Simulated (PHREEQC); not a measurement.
Alkaline etch or developer (model solution)

Consider water at 70 °C with 0.0047 mol NaOH and 0.014 mol H3BO3 per kg of water. Closed to the air; pH follows from the charge balance.

Model: ion-association model, wateq4f.dat, run in PHREEQC.

Each row changes one thing in this solution. No solid was allowed to form.

```csv
case,pH,ionic strength (mol/kgw),H3BO3 (mol/kgw),H2BO3- (mol/kgw)
as made,8.59,0.00470,0.00937,0.00464
temperature from 70 to 20 °C,8.95,0.00470,0.00931,0.00469
H3BO3 from 0.014 to 0.007 mol/kgw,9.14,0.00470,0.00253,0.00447
temperature from 70 to 85 °C,8.49,0.00470,0.00940,0.00460
diluted 2-fold with water,8.59,0.00235,0.00471,0.00229
NaOH replaced by NaHS at the same molality,7.46,0.00470,0.0135,0.000497
0.00049 mol/kgw Sr(NO3)2 added,8.58,0.00617,0.00937,0.00464
H3BO3 from 0.014 to 0.0028 mol/kgw,10.09,0.00470,0.000167,0.00263
diluted 10-fold with water,8.54,0.000470,0.000985,0.000415
```

Away from 25 °C the constants follow the database's enthalpies or fits; those with neither stay at their 25 °C values. The polysulfide entries of wateq4f.dat were taken out for this run.
